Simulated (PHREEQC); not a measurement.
NaOH is added in steps, without added water, to 1 kg of water holding 0.27 mol KH2PO4, 0.0001 mol Na2SO4 and 0.0096 mol NaCl, at 53 °C. Oxygen is held at 0.21 atm. The system is closed to CO2. The run lets Halite, Sylvite precipitate or redissolve, and no other solid.

Base run: PHREEQC, ion-association model, phreeqc.dat. Each further column changes one thing. The table gives NaSO4- (mol/kgw).

```
NaOH added (mol)     base  temperature from 53 to 85 °C  KH2PO4 left out  Na2SO4 from 0.0001 to 0.0005 mol/kgw  no solid may form
----------------  -------  ----------------------------  ---------------  ------------------------------------  -----------------
0                 8.31e-7                       7.62e-7          3.64e-6                               4.49e-6            8.31e-7
0.03125           3.26e-6                       3.01e-6          1.02e-5                               1.66e-5            3.26e-6
0.09375           7.32e-6                       6.84e-6          1.76e-5                               3.68e-5            7.32e-6
0.125             9.07e-6                       8.51e-6          2.02e-5                               4.56e-5            9.07e-6
0.1562            1.07e-5                       1.01e-5          2.24e-5                               5.36e-5            1.07e-5
0.2188            1.35e-5                       1.29e-5          2.61e-5                               6.79e-5            1.35e-5
0.25              1.49e-5                       1.41e-5          2.77e-5                               7.44e-5            1.49e-5
0.2812            1.61e-5                       1.53e-5          2.92e-5                               8.06e-5            1.61e-5
0.3438            1.85e-5                       1.77e-5          3.18e-5                               9.26e-5            1.85e-5
0.375             1.96e-5                       1.88e-5          3.30e-5                               9.84e-5            1.96e-5
0.4062            2.08e-5                       1.99e-5          3.41e-5                              0.000104            2.08e-5
0.4688            2.30e-5                       2.21e-5          3.62e-5                              0.000115            2.30e-5
0.5               2.41e-5                       2.32e-5          3.71e-5                              0.000121            2.41e-5
```

The ionic strength passes 0.7 mol/kgw, the rough limit of the ion-association models, in part of: base; temperature from 53 to 85 °C; Na2SO4 from 0.0001 to 0.0005 mol/kgw; no solid may form. Constants without temperature data keep their 25 °C values here. Solids allowed in the column 'KH2PO4 left out': Halite.
